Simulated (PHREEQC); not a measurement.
1 kg of water holding 0.0063 mol NaCl and 0.2 mol MgBr2 is evaporated at 25 °C; the solids stay in contact with the brine. The system is closed to CO2. Only these solids could form: Bischofite, Brucite, Halite, MgCl2_4H2O.

Model: Pitzer model, pitzer.dat, run in PHREEQC.

```
water left (kg)  ionic strength  water activity  Cl in solution (mol/kgw)  Na in solution (mol/kgw)  Br in solution (mol/kgw)
---------------  --------------  --------------  ------------------------  ------------------------  ------------------------
1                         0.606           0.990                   0.00630                   0.00630                     0.400
0.8219                    0.738           0.988                   0.00767                   0.00767                     0.487
0.5552                     1.09           0.981                    0.0113                    0.0113                     0.720
0.4563                     1.33           0.977                    0.0138                    0.0138                     0.877
0.3082                     1.97           0.963                    0.0204                    0.0204                      1.30
0.2533                     2.39           0.952                    0.0249                    0.0249                      1.58
0.2082                     2.91           0.938                    0.0303                    0.0303                      1.92
0.1407                     4.31           0.894                    0.0448                    0.0448                      2.84
0.1156                     5.24           0.860                    0.0545                    0.0545                      3.46
```
